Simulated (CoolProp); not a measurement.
Computed with CoolProp (reference Helmholtz-energy equation of state, Span 2000).

Q: For nitrogen, give the phase and the Joule-Thomson coefficient (K/MPa), expansivity (1/kK), viscosity (µPa s), conductivity (mW/(m K)) at -188.45 °C and 50.8 bar; -168.55 °C and 50.8 bar; -98.95 °C and 50.8 bar.

A: 
- -188.45 °C and 50.8 bar: liquid; Joule-Thomson coefficient -0.328, expansivity 5.66, viscosity 134, conductivity 136
- -168.55 °C and 50.8 bar: liquid; Joule-Thomson coefficient -0.0925, expansivity 8.22, viscosity 74.7, conductivity 99.9
- -98.95 °C and 50.8 bar: supercritical; Joule-Thomson coefficient 4.88, expansivity 10.9, viscosity 13.8, conductivity 22.1

Viscosity comes from a separate model (Lemmon 2004). Thermal conductivity comes from a separate model (Lemmon 2004).
